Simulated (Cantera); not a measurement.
Input (Python, Cantera) and output of one run.

```python
import numpy as np
import cantera as ct

gas_names = """
    B BF BF2 BF3 BH BHF2 BH2 BH3 B2 F F2 H HF H2 H2F2 H3F3 H4F4 H5F5 H6F6 H7F7
""".split()
cond_names = """
    B(b) B(L)
""".split()


# ... load() reads the species with a 1 bar reference pressure and builds the phases ...
atoms = {
    'BF3': {'B': 1, 'F': 3},
    'H2': {'H': 2},
}
top_T = {}  # K; cautious upper limits of use, not melting points


# ... equilibrate(T, P, feed) seeds the gas with the atoms and calls Mixture.equilibrate('TP', solver="vcs", rtol=1e-11, max_steps=5000) ...
results = []
feed = {'BF3': 1, 'H2': 140}  # mol
T = 1798  # K
P = 100000  # Pa
mix = equilibrate(T, P, feed)
results.append((T, P, feed, dict(zip(mix.species_names, mix.species_moles))))
x = sorted(zip(gas.X, gas.species_names), reverse=True)
print(f"T = {T:g} K  P = {P:g} Pa  gas = {mix.phase_moles(0):.4g} mol")
print("   x: " + "  ".join(f"{s} {v:.3e}" for v, s in x if v > 1e-05))
print("   condensed (mol): " + ("  ".join(f"{mix.phase(i).name} {mix.phase_moles(i):.4g}"
      for i in range(1, mix.n_phases) if mix.phase_moles(i) > 1e-12) or "none"))
```

It prints:

```
T = 1798 K  P = 100000 Pa  gas = 141.2 mol
   x: H2 9.879e-01  HF 4.654e-03  BF3 2.973e-03  BHF2 2.422e-03  BF2 1.167e-03  BF 5.003e-04  H 3.500e-04  BH2 1.868e-05
   condensed (mol): none
```

Equilibrium computed with Cantera from the NASA thermochemical tables; the gas is ideal and each condensed phase is pure. The tables' values for BF2, BH2 are old estimates; treat these amounts as uncertain.
